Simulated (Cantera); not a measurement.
Feed: 1 mol Al(CH₃)₃, 55 mol NH₃, 9.7 mol H₂, at 13300 Pa.

Method: chemical equilibrium by Gibbs-energy minimisation in Cantera with the NASA 1993 tables (ideal gas, pure condensed phases). Candidate condensed phases: Al, AlN, C, C₆H₆, C₇H₈, C₈H₁₈; 97 gas species. The feed counts by its element totals alone. Kinetics and transport are ignored.

Task: At 1548 K, list the 4 most abundant gas species with their mole fractions, and the condensed phases.

Result: H₂ 0.781, N₂ 0.218, HCN 0.000606, CH₄ 0.000167. Condensed: AlN(s) + C(graphite).
